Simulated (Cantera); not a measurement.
Feed: 1 mol SiCl₄, 0.56 mol Cl₂, 0.3 mol H₂, held at 1473 K and 4.80 bar.

Method: chemical equilibrium by Gibbs-energy minimisation in Cantera with the NASA 1993 tables (ideal gas, pure condensed phases). Candidate condensed phases: Si; 19 gas species. The tables' values for SiCl₃ are old estimates; treat these amounts as uncertain. The numbers say what is thermodynamically allowed, not how fast it happens.

Base state: SiCl₄ 0.535, HCl 0.321, Cl₂ 0.135, Cl 0.00815, SiCl₃ 1.38e-5 (mole fractions); condensed: gas only.

Task: What changes in the equilibrium state with this change: H₂ from 0.3 to 17 mol?

Result: 
| species | before | after |
|---|---|---|
| H₂ | 3.41e-8 | 0.842 |
| HCl | 0.321 | 0.105 |
| SiCl₄ | 0.535 | 0.0193 |
| Cl₂ | 0.135 | <1e-9 |
| SiCl₂ | 1.22e-9 | 0.0101 |
| SiHCl₃ | 5.33e-9 | 0.0145 |
| SiH₂Cl₂ | <1e-9 | 0.00170 |
| SiH₃Cl | <1e-9 | 5.86e-5 |
| Cl | 0.00815 | 5.37e-7 |
| SiCl₃ | 1.38e-5 | 0.00754 |
